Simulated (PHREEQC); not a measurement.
Solution (25 °C): 0.0085 mol H2SO4 and 0.58 mol KH2PO4 per kg of water. Closed to the air; pH follows from the charge balance.

Model: ion-association model, wateq4f.dat, run in PHREEQC.

Precipitation was switched off in this run.

**Question.** Order these S species by the share of S that they hold, largest first: KSO4-, SO4-2, HSO4-.

**Answer.** SO4-2 (58 %), KSO4- (42 %), HSO4- (0.56 %)

The pH is 3.47 and the ionic strength 0.582 mol/kgw. Complexes and solids missing from the database can't appear. H3PO4, which wateq4f.dat lacks, is added to it with the constant of phreeqc.dat.
